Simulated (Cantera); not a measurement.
Input (Python, Cantera) and output of one run.

```python
import numpy as np
import cantera as ct

gas_names = """
    C CN CO CO2 C2 CCN CNC C2N2 C2O C3 C3O2 C4 C4N2 C5 N NCO NO NO2 NO3 N2 N2O O O2 O3 Si SiC SiC2 SiN
    SiO SiO2 Si2 Si2C Si2N Si3
""".split()
cond_names = """
    C(gr) Si(cr) Si(L) SiC(b) SiO2(Lqz) SiO2(hqz) SiO2(L) Si2N2O(s) Si3N4(a)
""".split()


def load(file, names, dense=False):
    # The tables refer to 1 bar. Condensed volumes are neglected.
    table = {s.name: s for s in ct.Species.list_from_file(file)}
    out = []
    for n in names:
        d = dict(table[n].input_data)
        d["thermo"] = dict(d["thermo"], **{"reference-pressure": 1e5})
        if dense:
            d["equation-of-state"] = {"model": "constant-volume", "density": "1e6 g/cm^3"}
        out.append(ct.Species.from_dict(d))
    return out


gas = ct.Solution(thermo="ideal-gas", species=load("nasa_gas.yaml", gas_names))
cond = {s.name: ct.Solution(thermo="fixed-stoichiometry", species=[s], name=s.name)
        for s in load("nasa_condensed.yaml", cond_names, dense=True)}
atoms = {
    'SiC': {'Si': 1, 'C': 1},
    'O2': {'O': 2},
    'N2': {'N': 2},
}
top_T = {'C(gr)': 4500, 'SiC(b)': 3050, 'Si2N2O(s)': 2100, 'Si3N4(a)': 2400}  # K; cautious upper limits of use, not melting points


def equilibrate(T, P, feed):
    n = {}
    for name, mol in feed.items():
        for a, k in atoms[name].items():
            n[a] = n.get(a, 0.0) + k * mol
    gas.TPX = T, P, n
    mass = sum(n.values()) * gas.mean_molecular_weight
    gas.equilibrate("TP")
    valid = [c for c in cond.values() if c.min_temp <= T <= top_T.get(c.name, c.max_temp)]
    mix = ct.Mixture([(gas, mass / gas.mean_molecular_weight)] + [(c, 0.0) for c in valid])
    mix.T, mix.P = T, P
    mix.equilibrate("TP", solver="vcs", rtol=1e-11, max_steps=5000)
    return mix


results = []
T = 1373.15  # K
P = 13332.2  # Pa
for m in [45, 63, 87, 120, 170, 240, 330, 460]:
    feed = {'SiC': 1, 'O2': 0.0015, 'N2': m}  # mol
    mix = equilibrate(T, P, feed)
    results.append((T, P, feed, dict(zip(mix.species_names, mix.species_moles))))

top = {s: max(r[3][s] / sum(r[3][g] for g in gas_names) for r in results) for s in gas_names}
cols = sorted((s for s in top if top[s] > 1e-06), key=lambda s: -top[s])[:7]
seen = [c for c in cond_names if any(r[3].get(c, 0) > 1e-12 for r in results)]
print("log10 of partial pressures in bar; condensed amounts in mol")
print(f"{'n(N2)':>10s}" + "".join(f"{s[:9]:>10s}" for s in cols + seen))
for T, P, feed, n in results:
    ng = sum(n[g] for g in gas_names)
    print(f"{feed['N2']:10.4g}" + "".join(f"{np.log10(max(n[s] / ng * P / 1e5, 1e-99)):10.3f}" for s in cols)
          + "".join(f"{n.get(c, 0):10.4g}" for c in seen))
```

Result:

```
log10 of partial pressures in bar; condensed amounts in mol
     n(N2)        N2        CO     C(gr) Si2N2O(s)  Si3N4(a)
        45    -0.875    -5.395    0.9987  0.001662    0.3322
        63    -0.875    -5.395    0.9981  0.001119    0.3326
        87    -0.875    -5.395    0.9974 0.0003944    0.3331
       120    -0.875    -5.475     0.997         0    0.3333
       170    -0.875    -5.627     0.997         0    0.3333
       240    -0.875    -5.777     0.997         0    0.3333
       330    -0.875    -5.916     0.997         0    0.3333
       460    -0.875    -6.060     0.997         0    0.3333
```

Equilibrium computed with Cantera from the NASA thermochemical tables; the gas is ideal and each condensed phase is pure. N2 is the only nitrogen source here; it is nearly inert below about 1500 K, so the nitride shown seldom forms there in practice. Mutual solubility and eutectic melting of coexisting phases are not modelled.
